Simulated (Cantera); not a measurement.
## Low-pressure radical oxidation in H2/O2

A perfectly stirred reactor is fed with 27.0 % H₂, 73.0 % O₂, at 8.25 Torr; it is held at 1050 K, and followed from long to short residence time.

Model: the H2/O2 subset of GRI-Mech 3.0, which has no nitrogen chemistry, integrated in Cantera. Radical loss at walls, strong at low pressure, is not modelled. The temperature is held fixed by assumption; the heat of reaction is taken as removed at once.

```csv
τ (s),x H₂,x O₂,x HO₂,x OH,x H
11,0.000336,0.687,4.34e-6,0.000589,6.32e-5
3.9,0.000651,0.687,6.34e-6,0.000837,0.000178
1.4,0.00124,0.686,8.54e-6,0.00119,0.000495
0.52,0.00227,0.684,1.06e-5,0.00169,0.00132
0.19,0.00415,0.682,1.24e-5,0.00242,0.00355
0.069,0.00751,0.676,1.36e-5,0.00346,0.00935
0.025,0.0134,0.666,1.39e-5,0.00484,0.0232
0.0092,0.0231,0.652,1.31e-5,0.00636,0.0490
0.0034,0.0396,0.640,1.16e-5,0.00770,0.0783
0.0012,0.0741,0.644,9.99e-6,0.00849,0.0886
```
x: mole fraction; the columns are a selection and need not sum to one.
